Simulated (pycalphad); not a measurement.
Phase fractions of Sn-16.2Si (at.%)

CALPHAD calculation (pycalphad, COST 507 light-alloy database (1999)), 1 atm. The data set is of 1999 and partly superseded. Amounts are mole fractions of atoms.

```
T (°C)  LIQUID  DIAMOND_A4
------  ------  ----------
1277     1.000           -
1177     0.940       0.060
1077     0.884       0.116
977      0.861       0.139
877      0.849       0.151
777      0.843       0.157
677      0.840       0.160
577      0.839       0.161
477      0.838       0.162
377      0.838       0.162
277      0.838       0.162
```

DIAMOND_A4 is diamond (Si).
